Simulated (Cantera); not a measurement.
Cantera run:

```python
import numpy as np
import cantera as ct

gas_names = [...]  # 47 gases of nasa_gas.yaml made of Cl, H, N, O, Si
cond_names = """
    H2O(s) H2O(L) NH4CL(a) NH4CL(b) Si(cr) Si(L) SiO2(Lqz) SiO2(hqz) SiO2(L) Si2N2O(s) Si3N4(a)
""".split()


# ... load() reads the species with a 1 bar reference pressure and builds the phases ...
atoms = {
    'SiCl4': {'Si': 1, 'CL': 4},
    'N2O': {'N': 2, 'O': 1},
    'H2': {'H': 2},
}
top_T = {'Si2N2O(s)': 2100, 'Si3N4(a)': 2400}  # K; cautious upper limits of use, not melting points


# ... equilibrate(T, P, feed) seeds the gas with the atoms and calls Mixture.equilibrate('TP', solver="vcs", rtol=1e-11, max_steps=5000) ...
results = []
feed = {'SiCl4': 1, 'N2O': 0.29, 'H2': 0.5}  # mol
P = 120  # Pa
for T in [1125, 1150, 1175, 1200, 1225, 1250, 1275]:
    mix = equilibrate(T, P, feed)
    results.append((T, P, feed, dict(zip(mix.species_names, mix.species_moles))))

top = {s: max(r[3][s] / sum(r[3][g] for g in gas_names) for r in results) for s in gas_names}
cols = sorted((s for s in top if top[s] > 0.0001), key=lambda s: -top[s])[:6]
seen = [c for c in cond_names if any(r[3].get(c, 0) > 1e-12 for r in results)]
print("log10 of partial pressures in bar; condensed amounts in mol")
print(f"{'T/K':>10s}" + "".join(f"{s[:9]:>10s}" for s in cols + seen))
for T, P, feed, n in results:
    ng = sum(n[g] for g in gas_names)
    print(f"{T:10.4g}" + "".join(f"{np.log10(max(n[s] / ng * P / 1e5, 1e-99)):10.3f}" for s in cols)
          + "".join(f"{n.get(c, 0):10.4g}" for c in seen))
```

Result:

```
log10 of partial pressures in bar; condensed amounts in mol
       T/K       HCL     SiCL4        N2     SiCL3     SiCL2        H2 SiO2(hqz) Si2N2O(s)
      1125    -3.224    -3.339    -3.865    -5.623    -6.817    -5.215    0.1121   0.06589
      1150    -3.225    -3.340    -3.864    -5.438    -6.496    -5.194    0.1124   0.06527
      1175    -3.226    -3.342    -3.863    -5.261    -6.189    -5.174    0.1128   0.06441
      1200    -3.227    -3.345    -3.861    -5.092    -5.897    -5.154    0.1134   0.06317
      1225    -3.228    -3.348    -3.858    -4.932    -5.617    -5.136    0.1143   0.06136
      1250    -3.230    -3.354    -3.854    -4.780    -5.351    -5.119    0.1156   0.05868
      1275    -3.232    -3.363    -3.849    -4.637    -5.097    -5.104    0.1176    0.0547
```

Cantera equilibrium calculation (NASA polynomials, part measured and part estimated; ideal gas, pure solids and liquids). Mutual solubility and eutectic melting of coexisting phases are not modelled. The tables' values for SiCl3 are old estimates; treat these amounts as uncertain. The tables hold silica as quartz up to 1696 K and as liquid above; real silica turns to tridymite and cristobalite and melts near 1996 K.
